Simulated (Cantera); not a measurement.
Feed: 1 mol SiCl4, 0.019 mol HCl, 11 mol H2, at 1298 K and 3.10 mbar.

Equilibrium computed with Cantera from the NASA thermochemical tables; the gas is ideal and each condensed phase is pure. Candidate condensed phases: Si; 19 gas species. The tables' values for SiCl3 are old estimates; treat these amounts as uncertain. Equilibrium is a limit: real reactors are often held back by kinetics, nucleation or transport.

Problem. What is the equilibrium state?

Solution. 
```
Quantity                              Value
--------------------------------  ---------
x(H2)                                 0.782
x(HCl)                                0.141
x(SiCl2)                             0.0659
x(SiCl3)                            0.00660
x(SiCl4)                            0.00395
x(SiHCl3)                          0.000989
x(SiH2Cl2)                          3.49e-5
x(H)                                1.70e-5
x(Cl)                               2.59e-6
gas amount                        12.91 mol
log10 activity of Si(s) (absent)      -0.01
```
